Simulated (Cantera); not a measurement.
A perfectly stirred reactor is fed with CH4 : O2 : N2 = 1 : 1.43 : 11.4 (molar parts), at 1.00 bar; it is adiabatic with a 423 K inlet, and is followed from long to short residence time, starting on the burning branch (τ in s: 0.28, 0.084, 0.026, 0.0078, 0.0024, 0.00073, 0.00022, 6.8e-05, 2.1e-05, 6.3e-06).

Model: GRI-Mech 3.0 (53 species, 325 reactions), integrated in Cantera.

Task: What does this change do: inlet temperature 423 to 750 K?

Result: 
| quantity | before | after |
|---|---|---|
| blow-out, bracketed by the residence times tried | burning at 84.0 ms, out at 26.0 ms | burning at 7.80 ms, out at 2.40 ms |
| x(CH4) at τ = 0.280 s | 0.00486 | 0.00200 |
| x(O2) at τ = 0.280 s | 0.00248 | 0.000418 |
| x(C2H4) at τ = 0.280 s | 0.000312 | 2.49e-5 |
| x(HCN) at τ = 0.280 s | 4.57e-7 | 2.22e-5 |
| x(H) at τ = 0.280 s | 2.22e-5 | 8.87e-5 |
| x(CH4) at τ = 0.730 ms | 0.0723 | 0.0723 |
| x(O2) at τ = 0.730 ms | 0.103 | 0.103 |
| x(C2H4) at τ = 0.730 ms | <1e-12 | <1e-12 |
| x(HCN) at τ = 0.730 ms | <1e-12 | <1e-12 |
| x(H) at τ = 0.730 ms | <1e-12 | <1e-12 |
